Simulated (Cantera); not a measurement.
Charge: 1 mol B2H6, a varied amount of H2O, 4.2 mol H2, held at 1.33 mbar.

Cantera equilibrium calculation (NASA polynomials, part measured and part estimated; ideal gas, pure solids and liquids). Candidate condensed phases: B, B2O3, B3O3H3, H2O; 23 gas species. The feed counts by its element totals alone. Mutual solubility and eutectic melting of coexisting phases are not modelled. Gases not in the tables: H3BO3. Kinetics and transport are ignored.

Stable condensed phases, one row left out:

```
T in K \ n(H2O) in mol
           2 3.2 4.4 5.6 6.8   8 9.2  10  12  13  14  15  16
   1698    A   B   B   B   B   B   B   B   B   B   B   B   B
   1648    A   B   B   B   B   B   B   B   B   B   B   B   B
   1598    A   B   B   B   B   B   B   B   B   B   B   B   B
   1548    A   C   B   B   B   B   B   B   B   B   B   B   B
   1498    A   C   B   B   B   B   B   B   B   B   B   B   B
   1448    D   C   C   B   B   B   B   B   B   B   B   B   B
   1348    D   C   C   C   C   C   C   C   C   B   B   B   B
   1298    D   C   C   C   C   C   C   C   C   C   C   C   C
   1248    D   C   C   C   C   C   C   C   C   C   C   C   C
```

A: B; B: gas only; C: B2O3; D: B + B2O3.

Task: Give the row for 1398 K.

Result: 2: B + B2O3; 3.2: B2O3; 4.4: B2O3; 5.6: B2O3; 6.8: B2O3; 8: gas only; 9.2: gas only; 10: gas only; 12: gas only; 13: gas only; 14: gas only; 15: gas only; 16: gas only.
